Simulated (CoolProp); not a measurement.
Vapour-liquid equilibrium of methanol (1) + dimethyl carbonate (2) at 28.2 kPa; x and y are mole fractions of (1).

Computed with CoolProp (multi-fluid Helmholtz-energy mixture model, de Reuck 1993 and Zhou 2011; pair parameters Bell 2016).

```tsv
x	bubble temperature, mixture model (K)	bubble temperature, Raoult's law (K)	y, mixture model	y, Raoult's law
0.05	321.3	326.1	0.263	0.112
0.2	312.3	321.9	0.558	0.374
0.35	309.1	318.5	0.655	0.562
0.5	307.8	315.5	0.705	0.704
0.65	307.1	313.0	0.744	0.815
0.8	306.9	310.8	0.799	0.904
0.95	307.5	308.9	0.921	0.978
```

The largest gap from Raoult's law is -9.6 K in bubble temperature, at x = 0.2. y crosses x between x = 0.65 and 0.8: the model has an azeotrope there.

The pair parameters rest on a limited set of measurements; away from them the model extrapolates.
